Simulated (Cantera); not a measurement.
Charge: 1 mol V, 0.24 mol O₂, 0.58 mol N₂, equilibrated at 1.33 mbar.

Method: chemical equilibrium by Gibbs-energy minimisation in Cantera with the NASA 1993 tables (ideal gas, pure condensed phases). Candidate condensed phases: V, VN, VO, V₂O₃, V₂O₄, V₂O₅; 13 gas species. Each liquid is taken as pure. Mutual solubility and eutectic melting of coexisting phases are not modelled. VN, VO: taken at fixed stoichiometry. Condensed phases not in the tables: solid solutions among these carbides, nitrides and lower oxides, V₂N, N, O or C dissolved in the metal. Rates play no part.

x: gas mole fraction; n: condensed amount in mol.

| T (K) | x N₂ | x V | x VO | x VO₂ | x O | x NO | x VN | n VN(s) | n VO(s) | n V(s) | n VO(l) | n V(l) |
|---|---|---|---|---|---|---|---|---|---|---|---|---|
| 1448 | 1.00 | 1.56e-10 | 8.61e-9 | 1.82e-8 | 1.05e-12 | 4.54e-11 | <1e-12 | 0.520 | 0.480 | 0 | 0 | 0 |
| 1548 | 1.00 | 7.41e-9 | 1.49e-7 | 1.41e-7 | 1.25e-11 | 2.26e-10 | <1e-12 | 0.520 | 0.480 | 0 | 0 | 0 |
| 1648 | 1.000 | 2.19e-7 | 1.80e-6 | 8.32e-7 | 1.10e-10 | 9.21e-10 | [?] | 0.520 | 0.480 | 0 | 0 | 0 |
| 1748 | 1.000 | 4.35e-6 | 1.62e-5 | 3.95e-6 | 7.51e-10 | 3.19e-9 | [?] | 0.520 | 0.480 | 0 | 0 | 0 |
| 1848 | 1.000 | 6.21e-5 | 0.000113 | 1.56e-5 | 4.16e-9 | 9.60e-9 | [?] | 0.520 | 0.480 | 0 | 0 | 0 |
| 1948 | 0.999 | 0.000671 | 0.000637 | 5.25e-5 | 1.93e-8 | 2.57e-8 | [?] | 0.520 | 0.480 | 0 | 0 | 0 |
| 2048 | 0.993 | 0.00351 | 0.00300 | 0.000252 | 1.25e-7 | 1.01e-7 | [?] | 0 | 0.478 | 0.518 | 0 | 0 |
| 2148 | 0.975 | 0.0138 | 0.0107 | 0.000913 | 6.75e-7 | 3.47e-7 | [?] | 0 | 0 | 0.512 | 0.473 | 0 |
| 2248 | 0.917 | 0.0465 | 0.0332 | 0.00290 | 3.18e-6 | 1.05e-6 | [?] | 0 | 0 | 0 | 0.455 | 0.492 |
| 2348 | 0.761 | 0.137 | 0.0930 | 0.00848 | 1.35e-5 | 2.80e-6 | [?] | 0 | 0 | 0 | 0.396 | 0.422 |
| 2448 | 0.377 | 0.361 | 0.238 | 0.0231 | 5.17e-5 | 5.35e-6 | 1.28e-5 | 0 | 0 | 0 | 0.0433 | 0 |
| 2548 | 0.367 | 0.357 | 0.248 | 0.0277 | 0.000194 | 1.44e-5 | 1.25e-5 | 0 | 0 | 0 | 0 | 0 |

Task: Fill in the missing entries.

Result: 
- 1648, x VN: 1.24e-11
- 1748, x VN: 2.49e-10
- 1848, x VN: 3.57e-9
- 1948, x VN: 3.87e-8
- 2048, x VN: 2.03e-7
- 2148, x VN: 7.91e-7
- 2248, x VN: 2.58e-6
- 2348, x VN: 6.92e-6
